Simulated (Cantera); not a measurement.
Input: 1 mol SiCl4, 5 mol HCl, 0.27 mol H2, equilibrated at 1325 K and 0.880 bar.

Cantera equilibrium calculation (NASA polynomials, part measured and part estimated; ideal gas, pure solids and liquids). Candidate condensed phases: Si; 19 gas species. The tables' values for SiCl3 are old estimates; treat these amounts as uncertain. Kinetics and transport are ignored.

Base state: HCl 0.798, SiCl4 0.158, H2 0.0421, SiCl3 0.000889, SiHCl3 0.000427, SiCl2 2.72e-5 (mole fractions); condensed: gas only.

Question: What changes in the equilibrium state with this change: SiCl4 replaced by Si?

Answer: 
```csv
species,before,after
H2,0.0421,0.498
HCl,0.798,0.270
SiCl4,0.158,0.198
SiHCl3,0.000427,0.0187
SiCl3,0.000889,0.0113
SiH2Cl2,1.66e-7,0.000254
SiCl2,2.72e-5,0.00353
```
